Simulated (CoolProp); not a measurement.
Saturation properties of R134a.

Model: reference Helmholtz-energy equation of state, Tillner-Roth 1994, in CoolProp.

| T (K) | p (MPa) | liquid density (kg/m³) | liquid cp (kJ/(kg K)) | vapour Z | vapour viscosity (µPa s) | liquid conductivity (mW/(m K)) |
|---|---|---|---|---|---|---|
| 212.6 | 0.01535 | 1476 | 1.222 | 0.9884 | 8.50 | 121 |
| 217.1 | 0.02045 | 1463 | 1.229 | 0.9859 | 8.67 | 119 |
| 221.6 | 0.02689 | 1451 | 1.236 | 0.9829 | 8.84 | 116 |
| 226.1 | 0.03488 | 1438 | 1.243 | 0.9795 | 9.01 | 114 |
| 230.7 | 0.04496 | 1425 | 1.250 | 0.9755 | 9.18 | 112 |
| 235.2 | 0.05696 | 1412 | 1.258 | 0.9712 | 9.34 | 110 |
| 239.7 | 0.07142 | 1399 | 1.266 | 0.9663 | 9.51 | 107 |
| 244.2 | 0.08867 | 1385 | 1.275 | 0.9609 | 9.67 | 105 |
| 248.8 | 0.1096 | 1371 | 1.284 | 0.9547 | 9.84 | 103 |

It boils at 247.1 K under 1 atm.

Viscosity comes from a separate model (Huber 2003), an estimate that may be off by 10 % or more. Thermal conductivity comes from a separate model (McLinden 2000), an estimate that may be off by 10 % or more.
